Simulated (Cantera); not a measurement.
Input (Python, Cantera):

```python
import numpy as np
import cantera as ct

surf = ct.Interface("ptcombust.yaml", "Pt_surf")
gas = surf.adjacent["gas"]
gas.TPX = 575, 500000, {'H2': 0.002, 'O2': 0.16, 'N2': 0.79}
surf.TP = 575, 500000
reactor = ct.FlowReactor(gas, clone=False)
reactor.area = 0.0001  # m2
reactor.surface_area_to_volume_ratio = 1300  # 1/m
reactor.mass_flow_rate = 0.66 * reactor.area * gas.density  # inlet velocity 0.66 m/s
reactor.energy_enabled = False
wall = ct.ReactorSurface(surf, reactor, clone=False)
net = ct.ReactorNet([reactor])
net.rtol, net.atol = 1e-8, 1e-16
show, cover = ['H2', 'O2', 'H2O'], ['PT(S)', 'H(S)', 'O(S)', 'OH(S)', 'CO(S)', 'C(S)']

rows = []
print(f"{'z/m':>9s}{'u/(m/s)':>9s}" + "".join(f"{s:>13s}" for s in show + cover))
for z in [0.00061, 0.0013, 0.0028, 0.0061, 0.013, 0.028, 0.061]:
    net.advance(z)
    rows.append([reactor.speed, *gas[show].X, *surf[cover].coverages])
    print(f"{z:9.4g}{rows[-1][0]:9.3g}" + "".join(f"{x:13.4e}" for x in rows[-1][1:]))
```

Result:

```
      z/m  u/(m/s)           H2           O2          H2O        PT(S)         H(S)         O(S)        OH(S)        CO(S)         C(S)
  0.00061     0.66   1.2391e-03   1.6771e-01   8.6261e-04   1.1818e-02   3.7582e-09   9.8339e-01   4.7889e-03  -7.7756e-27   5.0252e-30
   0.0013     0.66   8.4585e-04   1.6754e-01   1.2563e-03   8.0761e-03   1.7576e-09   9.8760e-01   4.3242e-03  -6.7001e-27  -6.1052e-30
   0.0028    0.659   5.0018e-04   1.6740e-01   1.6023e-03   4.7824e-03   6.1962e-10   9.9166e-01   3.5592e-03  -6.0440e-25  -6.2124e-29
   0.0061    0.659   2.6310e-04   1.6730e-01   1.8397e-03   2.5226e-03   1.7425e-10   9.9478e-01   2.6957e-03   2.4333e-27   4.3688e-30
    0.013    0.659   1.3175e-04   1.6725e-01   1.9712e-03   1.2753e-03   4.5092e-11   9.9676e-01   1.9594e-03   1.6425e-28  -1.6654e-32
    0.028    0.659   6.2411e-05   1.6722e-01   2.0406e-03   6.2893e-04   1.0919e-11   9.9798e-01   1.3918e-03   7.3064e-26   3.4057e-29
    0.061    0.659   2.7417e-05   1.6720e-01   2.0756e-03   3.2488e-04   2.6502e-12   9.9867e-01   1.0060e-03   1.3511e-27   2.0095e-31
```

Detailed kinetics in Cantera: Deutschmann's 1995 Pt surface mechanism with GRI-Mech 3.0 gas chemistry. Catalytic surfaces can have several steady states; this one follows from the mechanism file's or the stated starting coverage. Mass transfer to the wall is taken as infinitely fast.
